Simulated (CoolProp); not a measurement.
Vapour-liquid equilibrium of CH2F2 (R32) (1) + R125 (2) at 0.0633 MPa; x and y are mole fractions of (1).

The numbers come from the multi-fluid Helmholtz-energy mixture model, Tillner-Roth 1997 and Lemmon 2005; pair parameters Lemmon 2004 in CoolProp.

Question: Give the bubble temperature and the first vapour's composition at x = 0.55, 0.65, 0.85. Is there an azeotrope?

Answer: x = 0.55: 213.3 K, y = 0.598; x = 0.65: 213.0 K, y = 0.685; x = 0.85: 212.6 K, y = 0.856. y crosses x between x = 0.85 and 0.95: the model has an azeotrope there.

Pair parameters are fitted to limited data, so mixtures are less certain than the pure fluids.
